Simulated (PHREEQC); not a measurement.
**Alkaline etch or developer: an equilibrium model**

Solution (10 °C): 0.0014 mol/kgw LiOH, 4.3e-06 mol/kgw H4SiO4 and 0.21 mol/kgw (CH3)4NCl. Closed to the air; pH follows from the charge balance.

Model: ion-association model, phreeqc.dat, run in PHREEQC.

Precipitation was switched off in this run.

Q: Predict the pH, activity of water.

A: pH 11.53; activity of water 0.993.

Q: In which forms is Si present?

A: H3SiO4- 96 %, H4SiO4 2.3 %, H2SiO4-2 1.7 % of the Si.

Complexes and solids missing from the database can't appear. (CH3)4N+ isn't in the database: it is added as a free cation with an ion size of 4 Å. Constants without temperature data keep their 25 °C values here.
